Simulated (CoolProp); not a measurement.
Properties of methanol along the isotherm 562.1 K.

Model: reference Helmholtz-energy equation of state, de Reuck 1993, in CoolProp.

```
p (MPa)  phase       Z  Joule-Thomson coefficient (K/MPa)  isothermal compressibility (1/MPa)  expansivity (1/kK)  viscosity (µPa s)
-------  -----  ------  ---------------------------------  ----------------------------------  ------------------  -----------------
0.456      gas  0.9877                              6.751                               2.221               1.858               18.5
0.913      gas  0.9749                              6.888                          (withheld)               1.947               18.4
1.37       gas  0.9616                              7.014                              0.7607          (withheld)               18.4
1.83       gas  0.9478                              7.125                              0.5787          (withheld)               18.4
2.28       gas  0.9338                              7.218                              0.4724               2.288               18.3
2.74       gas  0.9191                              7.293                              0.4003               2.430               18.3
3.2        gas  0.9040                         (withheld)                              0.3493               2.589               18.3
3.65       gas  0.8888                              7.377                              0.3122               2.760               18.3
4.11       gas  0.8730                              7.385                          (withheld)               2.951               18.4
```

**Question.** Some entries are withheld; supply them.

**Answer.** 
- 0.913, isothermal compressibility (1/MPa): 1.125
- 1.37, expansivity (1/kK): 2.048
- 1.83, expansivity (1/kK): 2.163
- 3.2, Joule-Thomson coefficient (K/MPa): 7.347
- 4.11, isothermal compressibility (1/MPa): 0.2830

Viscosity comes from a separate model (Xiang 2006).
